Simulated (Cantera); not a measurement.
Input: 1 mol trisilylamine, 41 mol N₂, at 2025 K and 45.8 Torr.

These are equilibrium values from Cantera (NASA tables, ideal gas, pure condensed phases), not measurements of a reactor. Candidate condensed phases: Si, Si₃N₄; 18 gas species. The feed counts by its element totals alone. The tables' values for SiN are old estimates; treat these amounts as uncertain. Gases not in the tables: Si₂H₆ and higher silanes. The numbers say what is thermodynamically allowed, not how fast it happens.

Base state: N₂ 0.900, H₂ 0.0964, H 0.00242, Si 0.000954, Si₂N 7.04e-5, SiN 5.49e-5, SiH 4.68e-5, SiH₂ 1.18e-5 (mole fractions); condensed: Si(l).

**Question.** What changes in the equilibrium state with this change: temperature from 2025 K to 1825 K?

**Answer.** 
| species | before | after |
|---|---|---|
| N₂ | 0.900 | 0.897 |
| H₂ | 0.0964 | 0.102 |
| H | 0.00242 | 0.000569 |
| Si | 0.000954 | 2.88e-5 |
| Si₂ | 1.05e-5 | 7.26e-8 |
| Si₂N | 7.04e-5 | 1.68e-6 |
| SiN | 5.49e-5 | 2.78e-6 |
| SiH | 4.68e-5 | 2.42e-6 |
| SiH₂ | 1.18e-5 | 1.40e-6 |
| Si(l), mol | 2.94 | 0 |
| Si₃N₄(s), mol | 0 | 0.999 |
